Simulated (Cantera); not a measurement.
Input: 1 mol MgO, 1.2 mol H2, at 2775 K and 0.000250 bar.

Method: chemical equilibrium by Gibbs-energy minimisation in Cantera with the NASA 1993 tables (ideal gas, pure condensed phases). Equilibrium is a limit: real reactors are often held back by kinetics, nucleation or transport.

| species | before | after |
|---|---|---|
| H2 | 0.0123 | 0.940 |
| Mg | 0.233 | 0.0242 |
| H2O | 0.000682 | 0.0242 |
| H | 0.526 | 0.0114 |
| O | 0.215 | 1.55e-7 |
| O2 | 0.00477 | 1.79e-9 |
| MgO | 0.000362 | 1.54e-7 |
| OH | 0.00799 | 1.61e-5 |
| MgOH | 5.37e-6 | 1.10e-5 |
| MgO(s), mol | 0 | 0.970 |
Gas species are given as mole fractions.

### Question
Name the change that produced these shifts.
A) temperature from 2775 K to 1725 K
B) pressure from 0.000250 bar to 0.0100 bar
C) temperature from 2775 K to 2900 K
D) temperature from 2775 K to 1548 K

### Answer
A, temperature from 2775 K to 1725 K
